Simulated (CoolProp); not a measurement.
A single-stage vapour-compression cycle with the fluid: evaporating at 322.15 K (dew point), condensing at 370.15 K (bubble point), superheat 10 K, subcooling 5 K, compressor efficiency 0.75, no pressure losses. The same conditions are run with several fluids, on thermodynamics alone (safety and materials aside).

Model: reference Helmholtz-energy equation of state of each fluid (R123: Younglove 1994; methanol: de Reuck 1993; R1233zd(E): Akasaka 2022; neopentane: Lemmon 2006; R152A: Outcalt 1996; isobutene: Lemmon 2005), in CoolProp.

```
fluid       cooling COP  pressure ratio  discharge temperature (K)  refrigerating effect (kJ/kg)  volumetric capacity (kJ/m³)
----------  -----------  --------------  -------------------------  ----------------------------  ---------------------------
R123               4.20            3.56                      380.7                           122                         1480
methanol           4.42            6.03                      473.9                          1040                          656
R1233zd(E)         4.10            3.43                      380.4                           131                         1910
neopentane         3.80            3.04                      370.1                           189                         1890
R152A              3.55            2.88                      396.4                           169                         5720
isobutene          3.88            2.90                      380.7                           233                         3220
```

The compression ends wet for: neopentane.
